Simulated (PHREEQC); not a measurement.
Dissolve 0.0027 mol/kgw HF, 0.037 mol/kgw NH4HF2 and 0.00024 mol/kgw (NH4)2SiF6 at 25 °C. Closed to the air; pH follows from the charge balance.

The numbers come from PHREEQC with the ion-association model, wateq4f.dat.

Precipitation was switched off in this run.

Question: Order these F species by the share of F that they hold, largest first: HF, SiF6-2, F-, H2F2, HF2-.

Answer: F- (43 %), HF (39 %), HF2- (10 %), H2F2 (6.1 %), SiF6-2 (1.8 %)

The pH is 3.14 and the ionic strength 0.0386 mol/kgw. wateq4f.dat counts part of the HF as a dimer, H2F2, which phreeqc.dat doesn't know; its constant is uncertain. SiF6-2 is the database's only silicon fluoride.
